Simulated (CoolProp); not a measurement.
Vapour-liquid equilibrium of R134a (1) + R124 (2) at 0.00788 MPa; x and y are mole fractions of (1).

Computed with CoolProp (multi-fluid Helmholtz-energy mixture model, Tillner-Roth 1994 and de Vries 1995; pair parameters Bell 2016).

```csv
x,"bubble temperature, mixture model (°C)","bubble temperature, Raoult's law (°C)","y, mixture model","y, Raoult's law"
0.05,-60.9,-60.6,0.118,0.097
0.2,-63.6,-62.6,0.377,0.340
0.35,-65.5,-64.4,0.551,0.527
0.5,-67.0,-66.0,0.679,0.675
0.65,-68.2,-67.4,0.782,0.795
0.8,-69.1,-68.7,0.875,0.893
0.95,-69.9,-69.8,0.968,0.976
```

The largest gap from Raoult's law is -1.1 K in bubble temperature, at x = 0.35. No azeotrope shows between x = 0.05 and 0.95.

The pair parameters rest on a limited set of measurements; away from them the model extrapolates.
